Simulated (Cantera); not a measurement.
Input: 1 mol KCl, 27 mol H2, at 1250 K and 100 Torr.

Equilibrium computed with Cantera from the NASA thermochemical tables; the gas is ideal and each condensed phase is pure. Candidate condensed phases: K, KCl; 10 gas species. Equilibrium is a limit: real reactors are often held back by kinetics, nucleation or transport.

Base state: H2 0.968, KCl 0.0278, K2Cl2 0.00397, HCl 0.000129, K 0.000129 (mole fractions); condensed: gas only.

Problem. What changes in the equilibrium state with this change: pressure from 100 Torr to 15.0 Torr?

Solution. 
```csv
species,before,after
H2,0.968,0.965
KCl,0.0278,0.0338
K2Cl2,0.00397,0.000879
K,0.000129,0.000229
HCl,0.000129,0.000229
```

Problem. What changes in the equilibrium state with this change: H2 from 27 to 8.9 mol?

Solution. 
```tsv
species	before	after
H2	0.968	0.917
KCl	0.0278	0.0626
K2Cl2	0.00397	0.0201
K	0.000129	0.000191
HCl	0.000129	0.000191
```
